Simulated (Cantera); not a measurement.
# Equilibrium for silicon epitaxy and polysilicon growth: SiH2Cl2 + N2

Input: 1 mol SiH2Cl2, 4.6 mol N2, equilibrated at 10.0 mbar.

Cantera equilibrium calculation (NASA polynomials, part measured and part estimated; ideal gas, pure solids and liquids). Candidate condensed phases: NH4Cl, Si, Si3N4; 28 gas species. N2 is the only nitrogen source here; it is nearly inert below about 1500 K, so the nitride shown seldom forms there in practice. The tables' values for SiCl3 are old estimates; treat these amounts as uncertain. Kinetics and transport are ignored.

```csv
T (K),log p N2,log p HCl,log p H2,log p SiCl2,log p SiCl4,log p SiCl3,log p SiHCl3,n Si3N4(s)
1348,-2.16,-2.66,-3.23,-4.05,-3.69,-4.22,-5.51,0.263
1373,-2.16,-2.67,-3.22,-3.88,-3.75,-4.15,-5.51,0.257
1398,-2.16,-2.67,-3.21,-3.73,-3.83,-4.09,-5.52,0.250
1423,-2.16,-2.69,-3.20,-3.59,-3.92,-4.06,-5.55,0.240
1448,-2.17,-2.70,-3.18,-3.48,-4.04,-4.04,-5.59,0.229
1473,-2.17,-2.72,-3.16,-3.38,-4.18,-4.05,-5.65,0.216
1498,-2.17,-2.74,-3.14,-3.30,-4.34,-4.07,-5.72,0.203
1523,-2.17,-2.77,-3.11,-3.23,-4.52,-4.11,-5.81,0.189
1548,-2.17,-2.80,-3.09,-3.17,-4.71,-4.16,-5.91,0.175
```
log p: log10 of the partial pressure in bar; n: condensed amount in mol.

From 1348 K to 1548 K the condensed part is Si3N4(s). The main Si-bearing gas is SiCl4 at 1348 K and SiCl2 at 1548 K. The share of Si in condensed phases is highest at 1348 K (78.9 %) and lowest at 1548 K (52.4 %).
